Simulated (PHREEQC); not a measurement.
Consider water at 35 °C with 0.55 mol/kgw HF, 0.00057 mol/kgw CuSO4 and 0.023 mol/kgw CuCl2. Closed to the air; pH follows from the charge balance.

All values are PHREEQC results (ion-association model, wateq4f.dat), not measurements.

Task: The ionic strength comes out as 0.0868 mol/kgw. What activity coefficients do F-, CuCl+, CuF+, HSO4-, SO4-2 get?

Result: F- 0.77, CuCl+ 0.78, CuF+ 0.79, HSO4- 0.78, SO4-2 0.38.

No solid was allowed to form. wateq4f.dat counts part of the HF as a dimer, H2F2, which phreeqc.dat doesn't know; its constant is uncertain.
